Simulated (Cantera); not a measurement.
HF + H₂O + N₂ (abatement and gas-phase synthesis)

Charge: 1 mol HF, 0.1 mol H₂O, 12 mol N₂, at 1625 K and 101000 Pa.

Equilibrium computed with Cantera from the NASA thermochemical tables; the gas is ideal and each condensed phase is pure. Candidate condensed phases: H₂O; 40 gas species. The numbers say what is thermodynamically allowed, not how fast it happens.

```
Quantity       Result
----------  ---------
x(N₂)           0.916
x(HF)          0.0763
x(H₂O)        0.00760
x(H₂)         2.70e-5
x(NO)         1.26e-5
x(O₂)         6.17e-6
x(OH)         4.32e-6
gas amount  13.10 mol
```
